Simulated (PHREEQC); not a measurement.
Consider water at 60 °C with 0.061 mol CdCl2, 0.0013 mol CaCl2 and 0.0015 mol NaHCO3 per kg of water. Closed to the air; pH follows from the charge balance.

All values are PHREEQC results (ion-association model, wateq4f.dat), not measurements.

Precipitation was switched off in this run.

### Question
Order these C species by the share of C that they hold, largest first: CdHCO3+, CO2, CdCO3, HCO3-, CaHCO3+.

### Answer
HCO3- (72 %), CO2 (15 %), CdHCO3+ (12 %), CaHCO3+ (0.60 %), CdCO3 (0.12 %)

### Question
Order these Cd species by the share of Cd that they hold, largest first: CdCl+, Cd+2, CdCl3-, CdHCO3+, CdCl2.

### Answer
CdCl+ (63 %), Cd+2 (24 %), CdCl2 (12 %), CdCl3- (0.84 %), CdHCO3+ (0.30 %)

The pH is 6.86 and the ionic strength 0.0875 mol/kgw. Examples of supersaturated solids here: Otavite, CdOHCl. Others may be too. Complexes and solids missing from the database can't appear. Away from 25 °C the constants follow the database's enthalpies or fits; those with neither stay at their 25 °C values.
